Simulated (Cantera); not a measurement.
Mixture: CH₄ : H₂ : O₂ : N₂ : H₂O = 1 : 0.3 : 3.98 : 23.9 : 1.3 (molar parts), equivalence ratio 0.54, at 39.5 atm, adiabatic and at constant pressure. Ignition delay is the time to a rise of 400 K.

Detailed kinetics in Cantera: GRI-Mech 3.0 (53 species, 325 reactions). The pressure lies above the range GRI-Mech 3.0 was tuned for (to about 10 atm). Below about 1000 K GRI-Mech 3.0 lacks low-temperature oxidation paths.

Problem. What does this change do: constant volume in place of constant pressure?

Solution. 
```csv
quantity,before,after
delay at 950 K,35.5 ms,33.4 ms
delay at 1000 K,12.0 ms,11.2 ms
delay at 1050 K,4.67 ms,4.33 ms
delay at 1100 K,2.03 ms,1.87 ms
delay at 1150 K,0.969 ms,0.883 ms
delay at 1200 K,0.500 ms,0.452 ms
apparent activation energy between 1100 and 1200 K,150 kJ/mol,160 kJ/mol
```

Problem. What does this change do: H2O 1.3 to 2.2 parts?

Solution. 
```json
[
 {"quantity": "delay at 950 K", "before": "35.5 ms", "after": "35.7 ms"},
 {"quantity": "delay at 1000 K", "before": "12.0 ms", "after": "12.2 ms"},
 {"quantity": "delay at 1050 K", "before": "4.67 ms", "after": "4.79 ms"},
 {"quantity": "delay at 1100 K", "before": "2.03 ms", "after": "2.11 ms"},
 {"quantity": "delay at 1150 K", "before": "0.969 ms", "after": "1.02 ms"},
 {"quantity": "delay at 1200 K", "before": "0.500 ms", "after": "0.531 ms"},
 {"quantity": "apparent activation energy between 1100 and 1200 K", "before": "150 kJ/mol", "after": "150 kJ/mol"}
]
```
